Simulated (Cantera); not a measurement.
Cantera run:

```python
import numpy as np
import cantera as ct

gas_names = """
    CL CL2 H HCL H2 N NH NH2 NH3 N2 N2H2 N2H4 Si SiCL SiCL2 SiCL3 SiCL4 SiH SiHCL3 SiH2 SiH2CL2 SiH3
    SiH3CL SiH4 SiN Si2 Si2N Si3
""".split()
cond_names = """
    NH4CL(a) NH4CL(b) Si(cr) Si(L) Si3N4(a)
""".split()


# ... load() reads the species with a 1 bar reference pressure and builds the phases ...
atoms = {
    'Si': {'Si': 1},
    'HCl': {'H': 1, 'CL': 1},
    'N2': {'N': 2},
}
top_T = {'Si3N4(a)': 2400}  # K; cautious upper limits of use, not melting points


# ... equilibrate(T, P, feed) seeds the gas with the atoms and calls Mixture.equilibrate('TP', solver="vcs", rtol=1e-11, max_steps=5000) ...
results = []
feed = {'Si': 1, 'HCl': 14, 'N2': 1.6}  # mol
T = 1348.15  # K
P = 13332.2  # Pa
mix = equilibrate(T, P, feed)
results.append((T, P, feed, dict(zip(mix.species_names, mix.species_moles))))
x = sorted(zip(gas.X, gas.species_names), reverse=True)
print(f"T = {T:g} K  P = {P:g} Pa  gas = {mix.phase_moles(0):.4g} mol")
print("   x: " + "  ".join(f"{s} {v:.3e}" for v, s in x if v > 0.0001))
print("   condensed (mol): " + ("  ".join(f"{mix.phase(i).name} {mix.phase_moles(i):.4g}"
      for i in range(1, mix.n_phases) if mix.phase_moles(i) > 1e-12) or "none"))
```

It prints:

```
T = 1348.15 K  P = 13332.2 Pa  gas = 14.63 mol
   x: HCL 6.880e-01  H2 1.343e-01  N2 1.094e-01  SiCL4 6.463e-02  SiCL3 2.530e-03  SiHCL3 7.165e-04  SiCL2 4.971e-04
   condensed (mol): none
```

Method: chemical equilibrium by Gibbs-energy minimisation in Cantera with the NASA 1993 tables (ideal gas, pure condensed phases). The tables' values for SiCl3 are old estimates; treat these amounts as uncertain.
